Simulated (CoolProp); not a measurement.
Vapour-liquid equilibrium of n-heptane (1) + ethylbenzene (2) at 172.25 °C; x and y are mole fractions of (1).

Values from CoolProp's multi-fluid Helmholtz-energy mixture model, Span 2003 and Zhou 2012; pair parameters Bell 2016.

```json
[
 {"x": "0.05", "bubble pressure (MPa)": "0.2671", "y at the bubble point": "0.125", "dew pressure at overall composition x (MPa)": "0.2527", "liquid density (mol/L)": "6.727"},
 {"x": "0.125", "bubble pressure (MPa)": "0.2998", "y at the bubble point": "0.270", "dew pressure at overall composition x (MPa)": "0.2672", "liquid density (mol/L)": "6.603"},
 {"x": "0.2", "bubble pressure (MPa)": "0.3302", "y at the bubble point": "0.384", "dew pressure at overall composition x (MPa)": "0.2832", "liquid density (mol/L)": "6.482"},
 {"x": "0.275", "bubble pressure (MPa)": "0.3588", "y at the bubble point": "0.476", "dew pressure at overall composition x (MPa)": "0.3010", "liquid density (mol/L)": "6.364"},
 {"x": "0.35", "bubble pressure (MPa)": "0.3858", "y at the bubble point": "0.553", "dew pressure at overall composition x (MPa)": "0.3207", "liquid density (mol/L)": "6.247"},
 {"x": "0.425", "bubble pressure (MPa)": "0.4115", "y at the bubble point": "0.620", "dew pressure at overall composition x (MPa)": "0.3426", "liquid density (mol/L)": "6.133"},
 {"x": "0.5", "bubble pressure (MPa)": "0.4363", "y at the bubble point": "0.680", "dew pressure at overall composition x (MPa)": "0.3670", "liquid density (mol/L)": "6.022"},
 {"x": "0.575", "bubble pressure (MPa)": "0.4604", "y at the bubble point": "0.735", "dew pressure at overall composition x (MPa)": "0.3940", "liquid density (mol/L)": "5.912"},
 {"x": "0.65", "bubble pressure (MPa)": "0.4838", "y at the bubble point": "0.786", "dew pressure at overall composition x (MPa)": "0.4236", "liquid density (mol/L)": "5.805"},
 {"x": "0.725", "bubble pressure (MPa)": "0.5069", "y at the bubble point": "0.834", "dew pressure at overall composition x (MPa)": "0.4559", "liquid density (mol/L)": "5.701"},
 {"x": "0.8", "bubble pressure (MPa)": "0.5298", "y at the bubble point": "0.880", "dew pressure at overall composition x (MPa)": "0.4906", "liquid density (mol/L)": "5.598"},
 {"x": "0.875", "bubble pressure (MPa)": "0.5525", "y at the bubble point": "0.926", "dew pressure at overall composition x (MPa)": "0.5271", "liquid density (mol/L)": "5.498"},
 {"x": "0.95", "bubble pressure (MPa)": "0.5752", "y at the bubble point": "0.970", "dew pressure at overall composition x (MPa)": "0.5649", "liquid density (mol/L)": "5.399"}
]
```

No azeotrope shows between x = 0.05 and 0.95.

Pair parameters are fitted to limited data, so mixtures are less certain than the pure fluids.
